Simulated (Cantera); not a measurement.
Feed: 1 mol TEOS, 0.59 mol N₂O, held at 0.220 bar.

Method: chemical equilibrium by Gibbs-energy minimisation in Cantera with the NASA 1993 tables (ideal gas, pure condensed phases). Candidate condensed phases: C, C₆H₆, C₇H₈, C₈H₁₈, H₂O, Si, SiC, SiO₂, Si₂N₂O, Si₃N₄; 151 gas species. The feed counts by its element totals alone. Equilibrium is a limit: real reactors are often held back by kinetics, nucleation or transport.

Q: Which condensed phases are stable at each of these points (T (K)): 598, 623, 648, 673, 698, 723, 748, 773, 798, 823, 848, 873, 898?

A: 
```csv
T (K),condensed phases,Si condensed (%)
598,C(graphite) + SiO₂(α-quartz),100.0
623,C(graphite) + SiO₂(α-quartz),100.0
648,C(graphite) + SiO₂(α-quartz),100.0
673,C(graphite) + SiO₂(α-quartz),100.0
698,C(graphite) + SiO₂(α-quartz),100.0
723,C(graphite) + SiO₂(α-quartz),100.0
748,C(graphite) + SiO₂(α-quartz),100.0
773,C(graphite) + SiO₂(α-quartz),100.0
798,C(graphite) + SiO₂(α-quartz),100.0
823,C(graphite) + SiO₂(α-quartz),100.0
848,C(graphite) + SiO₂(β-quartz),100.0
873,C(graphite) + SiO₂(β-quartz),100.0
898,C(graphite) + SiO₂(β-quartz),100.0
```

From 598 K to 823 K the condensed part is C(graphite) + SiO₂(α-quartz). From 848 K to 898 K the condensed part is C(graphite) + SiO₂(β-quartz).
